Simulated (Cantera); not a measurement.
Input (Python, Cantera):

```python
import numpy as np
import cantera as ct

gas = ct.Solution("gri30.yaml")
gas.TPX = 1300, 101325, {'C2H6': 0.66, 'N2': 4.7}
inlet = ct.Reservoir(gas, clone=True)

reactor = ct.IdealGasConstPressureReactor(gas, energy="off", clone=False)
exhaust = ct.Reservoir(gas, clone=True)
tau = [2.8, 1.4, 0.71, 0.36, 0.18, 0.09, 0.045, 0.023, 0.011, 0.0057, 0.0028][0]
for a, b in ((inlet, reactor), (reactor, exhaust)):
    ct.MassFlowController(a, b, mdot=lambda t: reactor.mass / tau)
net = ct.ReactorNet([reactor])
show = ['C2H6', 'CH3', 'C2H2', 'CH2', 'C2H4', 'H', 'HCN']

rows = []
print(f"{'tau/s':>10s}{'T/K':>9s}" + "".join(f"{s:>11s}" for s in show))
for tau in [2.8, 1.4, 0.71, 0.36, 0.18, 0.09, 0.045, 0.023, 0.011, 0.0057, 0.0028]:
    net.initial_time = 0.0
    net.advance(30 * tau)
    before = gas.X
    net.advance(40 * tau)
    drift = np.max(np.abs(gas.X - before) / (gas.X + 1e-9))
    rows.append([gas.T, *gas[show].X, drift])
    print(f"{tau:10.3e}{gas.T:9.1f}" + "".join(f"{x:11.3e}" for x in gas[show].X))
```

Result:

```
     tau/s      T/K       C2H6        CH3       C2H2        CH2       C2H4          H        HCN
 2.800e+00   1300.0  5.687e-04  1.071e-05  6.036e-02  9.668e-11  2.591e-02  1.901e-06  1.300e-10
 1.400e+00   1300.0  8.195e-04  1.230e-05  5.960e-02  1.402e-10  2.811e-02  2.449e-06  1.197e-10
 7.100e-01   1300.0  1.205e-03  1.432e-05  5.804e-02  2.047e-10  3.073e-02  3.098e-06  1.126e-10
 3.600e-01   1300.0  1.822e-03  1.698e-05  5.537e-02  3.032e-10  3.408e-02  3.854e-06  1.079e-10
 1.800e-01   1300.0  2.863e-03  2.064e-05  5.113e-02  4.598e-10  3.857e-02  4.709e-06  1.050e-10
 9.000e-02   1300.0  4.635e-03  2.566e-05  4.503e-02  7.070e-10  4.433e-02  5.595e-06  1.035e-10
 4.500e-02   1300.0  7.712e-03  3.260e-05  3.704e-02  1.098e-09  5.105e-02  6.426e-06  1.027e-10
 2.300e-02   1300.0  1.289e-02  4.187e-05  2.801e-02  1.686e-09  5.720e-02  7.062e-06  1.017e-10
 1.100e-02   1300.0  2.291e-02  5.582e-05  1.797e-02  2.646e-09  6.065e-02  7.399e-06  9.808e-11
 5.700e-03   1300.0  3.758e-02  7.170e-05  1.036e-02  3.776e-09  5.760e-02  7.257e-06  9.168e-11
 2.800e-03   1300.0  5.962e-02  9.044e-05  4.701e-03  5.087e-09  4.627e-02  6.680e-06  8.264e-11
```

Detailed kinetics in Cantera: GRI-Mech 3.0 (53 species, 325 reactions). GRI-Mech 3.0 stops at C3 and has no aromatics, soot or wall deposition, so with more carbon than oxygen in the feed, carbon stays in small species such as C2H2 where larger ones or solid carbon would form.
